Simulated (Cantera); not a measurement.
Input: 1 mol K₂SO₄, 1.9 mol CO₂, 9.8 mol O₂, equilibrated at 1 atm.

These are equilibrium values from Cantera (NASA tables, ideal gas, pure condensed phases), not measurements of a reactor. Candidate condensed phases: C, K, KO₂, K₂CO₃, K₂O, K₂O₂, K₂S, K₂SO₄, S; 26 gas species. The numbers say what is thermodynamically allowed, not how fast it happens. All values below are at 1652 °C.

Base state: O₂ 0.825, CO₂ 0.160, K₂SO₄ 0.00973, K 0.00311, SO₂ 0.00177, KO 0.000463, O 0.000332, CO 0.000120 (mole fractions); condensed: K₂SO₄(l).

Problem. What changes in the equilibrium state with this change: K₂SO₄ replaced by MgSO₄?

Solution. 
```json
[
 {"species": "O₂", "before": "0.825", "after": "0.780"},
 {"species": "CO₂", "before": "0.160", "after": "0.144"},
 {"species": "SO₂", "before": "0.00177", "after": "0.0753"},
 {"species": "K₂SO₄", "before": "0.00973", "after": "0"},
 {"species": "K", "before": "0.00311", "after": "0"},
 {"species": "KO", "before": "0.000463", "after": "0"},
 {"species": "K₂SO₄(l), mol", "before": "0.863", "after": "0"},
 {"species": "MgO(s), mol", "before": "0", "after": "1.00"}
]
```
Further candidate phases: Mg, MgCO₃, MgO, MgS, MgSO₄.

Problem. What changes in the equilibrium state with this change: pressure from 1 atm to 2.30 bar?

Solution. 
| species | before | after |
|---|---|---|
| O₂ | 0.825 | 0.832 |
| CO₂ | 0.160 | 0.161 |
| K₂SO₄ | 0.00973 | 0.00429 |
| K | 0.00311 | 0.00102 |
| SO₂ | 0.00177 | 0.000618 |
| KO | 0.000463 | 0.000229 |
| SO₃ | 1.13e-5 | 5.98e-6 |
| K₂SO₄(l), mol | 0.863 | 0.942 |
